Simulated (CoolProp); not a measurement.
The numbers come from the reference Helmholtz-energy equation of state, Tillner-Roth 1997 in CoolProp.

Give the vapour pressure (kPa), liquid density (kg/m³), enthalpy of vaporisation (kJ/kg), liquid cp (kJ/(kg K)) of saturated CH2F2 (R32) at 168.9, 231.2, 238.9 K.


```json
[
 {"T (K)": "168.9", "p (kPa)": "2.57", "liquid density (kg/m³)": "1350", "enthalpy of vaporisation (kJ/kg)": "433", "liquid cp (kJ/(kg K))": "1.56"},
 {"T (K)": "231.2", "p (kPa)": "162", "liquid density (kg/m³)": "1190", "enthalpy of vaporisation (kJ/kg)": "371", "liquid cp (kJ/(kg K))": "1.60"},
 {"T (K)": "238.9", "p (kPa)": "229", "liquid density (kg/m³)": "1160", "enthalpy of vaporisation (kJ/kg)": "362", "liquid cp (kJ/(kg K))": "1.62"}
]
```
